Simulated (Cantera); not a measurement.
Charge: 1 mol Al, 0.43 mol O2, 1.7 mol H2, held at 1398.15 K and 6700 Pa.

Equilibrium computed with Cantera from the NASA thermochemical tables; the gas is ideal and each condensed phase is pure. Candidate condensed phases: Al, Al2O3, H2O; 19 gas species. Mutual solubility and eutectic melting of coexisting phases are not modelled. Rates play no part.

Base state: H2 1.000, Al 3.25e-5, H 1.83e-5, AlH 1.55e-5, Al2O 1.55e-5 (mole fractions); condensed: Al(l) + Al2O3(s).

Question: What changes in the equilibrium state with this change: Al replaced by Si?

Answer: 
```csv
species,before,after
H2,1.000,0.999
SiO,0,0.00105
H,1.83e-5,1.83e-5
Al,3.25e-5,0
AlH,1.55e-5,0
Al2O,1.55e-5,0
"Al(l), mol",0.427,0
"Al2O3(s), mol",0.287,0
"Si(s), mol",0,0.569
"SiO2(β-quartz), mol",0,0.429
```
The tables hold silica as quartz up to 1696 K and as liquid above; real silica turns to tridymite and cristobalite and melts near 1996 K. Further candidate phases: Si, SiO2.
